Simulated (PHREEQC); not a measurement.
Solution (25 °C): 0.0038 mol CdCl2, 0.00055 mol Na2SO4 and 0.0019 mol HCl per kg of water. Closed to the air; pH follows from the charge balance.

Model: ion-association model, wateq4f.dat, run in PHREEQC.

### Question
The ionic strength comes out as 0.0119 mol/kgw. What activity coefficients do HSO4-, Cl-, Cd+2, NaSO4-, Na+ get?

### Answer
HSO4- 0.90, Cl- 0.89, Cd+2 0.64, NaSO4- 0.90, Na+ 0.90.

Precipitation was switched off in this run.
